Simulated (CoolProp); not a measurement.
Chlorine along the isotherm -26.95 °C: density (kg/m³) from the reference equation and from simpler models built on Tc = 143.7 °C, pc = 7642 kPa, ω = 0.070; each cubic takes its own stable root.

The numbers come from the reference Helmholtz-energy equation of state, Thol 2021 in CoolProp.

```json
[
 {"p (kPa)": "2500", "phase": "liquid", "reference": "1548"},
 {"p (kPa)": "5000", "phase": "liquid", "reference": "1553"},
 {"p (kPa)": "7500", "phase": "liquid", "reference": "1557"},
 {"p (kPa)": "10000", "phase": "liquid", "reference": "1561"},
 {"p (kPa)": "12500", "phase": "liquid", "reference": "1565"},
 {"p (kPa)": "15000", "phase": "liquid", "reference": "1569"},
 {"p (kPa)": "17500", "phase": "liquid", "reference": "1573"},
 {"p (kPa)": "20000", "phase": "liquid", "reference": "1577"}
]
```

### Question
How far does each simpler model (Redlich-Kwong, Soave-Redlich-Kwong) lie from the reference over these 8 states: mean and median of the absolute difference, and the worst?

### Answer
- Redlich-Kwong: mean 7.1 %, median 7.1 %, worst -7.4 % at -26.95 °C and 2500 kPa
- Soave-Redlich-Kwong: mean 7.3 %, median 7.3 %, worst -7.6 % at -26.95 °C and 2500 kPa
